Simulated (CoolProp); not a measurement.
Saturation properties of ethylene.

Values from CoolProp's reference Helmholtz-energy equation of state, Smukala 2000.

```tsv
T (°C)	p (MPa)	liquid density (kg/m³)	enthalpy of vaporisation (kJ/kg)
-87.55	0.2403	543.8	457.5
-82.65	0.3022	536.3	?
-77.75	0.3754	528.6	440.8
-72.85	0.4611	520.7	?
-67.95	?	512.7	422.5
-63.05	?	504.3	412.7
-58.15	0.8053	495.7	402.3
-53.25	0.9534	486.9	391.3
-48.35	1.120	477.6	379.6
```

Q: Fill in the missing entries.

A: 
- -82.65, enthalpy of vaporisation (kJ/kg): 449.3
- -72.85, enthalpy of vaporisation (kJ/kg): 431.9
- -67.95, p (MPa): 0.5605
- -63.05, p (MPa): 0.6748

It boils at -103.8 °C under 1 atm.
